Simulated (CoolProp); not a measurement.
R1132(E) along the isobar 6500 kPa: Z from the reference equation and from simpler models built on Tc = 348.8 K, pc = 5174 kPa, ω = 0.245; each cubic takes its own stable root.

The numbers come from the reference Helmholtz-energy equation of state, Akasaka 2024 in CoolProp.

```json
[
 {"T (K)": "320.2", "phase": "liquid", "reference": "0.1814"},
 {"T (K)": "330.2", "phase": "liquid", "reference": "0.1864"},
 {"T (K)": "340.2", "phase": "liquid", "reference": "0.1954"},
 {"T (K)": "350.1", "phase": "supercritical", "reference": "0.2144"},
 {"T (K)": "360.1", "phase": "supercritical", "reference": "0.3040"},
 {"T (K)": "370.1", "phase": "supercritical", "reference": "0.4838"},
 {"T (K)": "380.1", "phase": "supercritical", "reference": "0.5769"},
 {"T (K)": "390", "phase": "supercritical", "reference": "0.6380"},
 {"T (K)": "400", "phase": "supercritical", "reference": "0.6845"}
]
```

### Question
How far does each simpler model (van der Waals, Redlich-Kwong, Soave-Redlich-Kwong, Peng-Robinson) lie from the reference over these 9 states: mean and median of the absolute difference, and the worst?

### Answer
- van der Waals: mean 29.0 %, median 14.3 %, worst +57.9 % at 320.2 K and 6500 kPa
- Redlich-Kwong: mean 12.2 %, median 8.9 %, worst +24.4 % at 350.1 K and 6500 kPa
- Soave-Redlich-Kwong: mean 13.0 %, median 16.2 %, worst +25.0 % at 350.1 K and 6500 kPa
- Peng-Robinson: mean 5.1 %, median 3.1 %, worst +13.2 % at 350.1 K and 6500 kPa
